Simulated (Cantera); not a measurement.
An isothermal, constant-pressure homogeneous reactor starts with C2H6 : H2 = 1 : 92 (molar parts), at 1400 K and 0.0170 bar. Integrator tolerance rtol = 1e-08.

Cantera simulation using GRI-Mech 3.0 (53 species, 325 reactions); the numbers are that mechanism's predictions, not measurements. GRI-Mech 3.0 stops at C3 and has no aromatics, soot or wall deposition, so with more carbon than oxygen in the feed, carbon stays in small species such as C2H2 where larger ones or solid carbon would form. Radical loss at walls, strong at low pressure, is not modelled.

Question: What does this change do: C2H6 1 to 0.1 parts?

Answer: 
```json
[
 {"quantity": "x(C2H6) at 40.0 s", "before": "9.00e-8 (gas-phase equilibrium 3.81e-8)", "after": "2.48e-9 (gas-phase equilibrium 2.52e-9)"},
 {"quantity": "x(H2) at 40.0 s", "before": "0.985 (gas-phase equilibrium 0.987)", "after": "0.999 (gas-phase equilibrium 0.998)"},
 {"quantity": "x(C2H2) at 40.0 s", "before": "0.00576 (gas-phase equilibrium 0.00840)", "after": "0.000701 (gas-phase equilibrium 0.000544)"},
 {"quantity": "x(H) at 40.0 s", "before": "3.49e-5 (gas-phase equilibrium 3.73e-5)", "after": "3.82e-5 (gas-phase equilibrium 3.75e-5)"},
 {"quantity": "x(C2H4) at 40.0 s", "before": "8.08e-5 (gas-phase equilibrium 0.000116)", "after": "9.78e-6 (gas-phase equilibrium 7.61e-6)"}
]
```

Question: What does this change do: pressure from 0.0170 bar to 0.00360 bar?

Answer: 
```json
[
 {"quantity": "x(C2H6) at 40.0 s", "before": "9.00e-8 (gas-phase equilibrium 3.81e-8)", "after": "8.00e-8 (gas-phase equilibrium 2.05e-9)"},
 {"quantity": "x(H2) at 40.0 s", "before": "0.985 (gas-phase equilibrium 0.987)", "after": "0.984 (gas-phase equilibrium 0.989)"},
 {"quantity": "x(C2H2) at 40.0 s", "before": "0.00576 (gas-phase equilibrium 0.00840)", "after": "0.00536 (gas-phase equilibrium 0.0100)"},
 {"quantity": "x(H) at 40.0 s", "before": "3.49e-5 (gas-phase equilibrium 3.73e-5)", "after": "7.07e-5 (gas-phase equilibrium 8.12e-5)"},
 {"quantity": "x(C2H4) at 40.0 s", "before": "8.08e-5 (gas-phase equilibrium 0.000116)", "after": "1.82e-5 (gas-phase equilibrium 2.94e-5)"}
]
```
